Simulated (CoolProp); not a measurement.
R143a along the isotherm 300.2 K: Z from the reference equation and from simpler models built on Tc = 345.9 K, pc = 3762 kPa, ω = 0.261; each cubic takes its own stable root.

Model: reference Helmholtz-energy equation of state, Lemmon and Jacobsen 2000, in CoolProp.

| p (kPa) | phase | reference |
|---|---|---|
| 2090 | liquid | 0.07570 |
| 4180 | liquid | 0.1483 |
| 6270 | liquid | 0.2187 |
| 8360 | liquid | 0.2875 |
| 10400 | liquid | 0.3532 |
| 12500 | liquid | 0.4197 |
| 14600 | liquid | 0.4852 |
| 16700 | liquid | 0.5498 |
| 18800 | liquid | 0.6136 |

How far does each simpler model (van der Waals, Redlich-Kwong, Soave-Redlich-Kwong, Peng-Robinson) lie from the reference over these 9 states: mean and median of the absolute difference, and the worst?


- van der Waals: mean 64.8 %, median 62.3 %, worst +80.4 % at 300.2 K and 2090 kPa
- Redlich-Kwong: mean 22.1 %, median 21.0 %, worst +29.5 % at 300.2 K and 2090 kPa
- Soave-Redlich-Kwong: mean 18.5 %, median 18.0 %, worst +22.7 % at 300.2 K and 2090 kPa
- Peng-Robinson: mean 5.3 %, median 4.9 %, worst +8.3 % at 300.2 K and 2090 kPa
